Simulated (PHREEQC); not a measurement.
Solution (20 °C): 6.2 mmol/kgw NaH2PO4, 1.4 mmol/kgw NH3 and 5.9 mmol/kgw KCl. Closed to the air; pH follows from the charge balance.

Model: ion-association model, wateq4f.dat, run in PHREEQC.

Precipitation was switched off in this run.

Q: Estimate the pH, ionic strength.

A: pH 6.52; ionic strength 0.0149 mol/kgw.

Q: In which forms is P present?

A: H2PO4- 77 %, HPO4-2 22 % of the P.

H3PO4, which wateq4f.dat lacks, is added to it with the constant of phreeqc.dat.
